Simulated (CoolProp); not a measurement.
Saturation properties of ethanol (Tc = 514.7 K, pc = 62.68 bar, ω = 0.644).

Computed with CoolProp (reference Helmholtz-energy equation of state, Schroeder 2014).

| T (K) | p (bar) | enthalpy of vaporisation (kJ/kg) | liquid viscosity (µPa s) | vapour viscosity (µPa s) |
|---|---|---|---|---|
| 368.9 | 1.934 | 819.1 | 344 | 10.9 |
| 373 | 2.230 | 811.2 | 325 | 11.0 |
| 377.1 | 2.563 | 803.0 | 308 | 11.1 |
| 381.2 | 2.935 | 794.6 | 291 | 11.3 |
| 385.3 | 3.349 | 785.8 | 276 | 11.4 |
| 389.4 | 3.809 | 776.7 | 262 | 11.5 |
| 393.5 | 4.319 | 767.3 | 248 | 11.6 |
| 397.6 | 4.881 | 757.5 | 235 | 11.7 |
| 401.7 | 5.501 | 747.4 | 223 | 11.9 |

It boils at 351.6 K under 1 atm.

Viscosity comes from a separate model (Kiselev 2005).
